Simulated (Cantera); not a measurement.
A closed system holds: 1 mol SiH4, 0.16 mol CH4, 19 mol H2, equilibrated at 0.220 bar.

Cantera equilibrium calculation (NASA polynomials, part measured and part estimated; ideal gas, pure solids and liquids). Candidate condensed phases: C, C6H6, C7H8, C8H18, Si, SiC; 87 gas species. Mutual solubility and eutectic melting of coexisting phases are not modelled. The numbers say what is thermodynamically allowed, not how fast it happens. All values below are at 1548 K.

Base state: H2 1.000, H 6.56e-5 (mole fractions); condensed: Si(s) + SiC(s).

### Question
What changes in the equilibrium state with this change: SiH4 replaced by (CH3)2SiCl2?

### Answer
| species | before | after |
|---|---|---|
| H2 | 1.000 | 0.914 |
| HCl | 0 | 0.0852 |
| CH4 | 3.94e-6 | 0.000377 |
| SiCl2 | 0 | 0.000231 |
| SiCl3 | 0 | 1.79e-5 |
| C2H2 (acetylene) | 1.20e-9 | 1.43e-5 |
| H | 6.56e-5 | 6.28e-5 |
| Si(s), mol | 0.840 | 0 |
| SiC(s), mol | 0.160 | 0.994 |
| C(graphite), mol | 0 | 1.16 |
The feed counts by its element totals alone. The tables' values for SiCl3 are old estimates; treat these amounts as uncertain.
